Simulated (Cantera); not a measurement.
Input: 1 mol CH3F, 0.05 mol H2, equilibrated at 1950 °C and 10000 Pa.

Method: chemical equilibrium by Gibbs-energy minimisation in Cantera with the NASA 1993 tables (ideal gas, pure condensed phases). Candidate condensed phases: C, C6H6, C7H8, C8H18; 95 gas species. Equilibrium is a limit: real reactors are often held back by kinetics, nucleation or transport.

Task: What is the equilibrium state?

Result: 
| Item | Value |
|---|---|
| x(H2) | 0.500 |
| x(HF) | 0.484 |
| x(H) | 0.0143 |
| x(C2H2 (acetylene)) | 0.00145 |
| x(F) | 1.29e-5 |
| x(CH4) | 6.26e-6 |
| x(CH3) | 3.42e-6 |
| x(C4H2) | 1.72e-6 |
| x(C2H) | 1.53e-6 |
| n(C(graphite)) | 0.994 mol |
| gas amount | 2.065 mol |
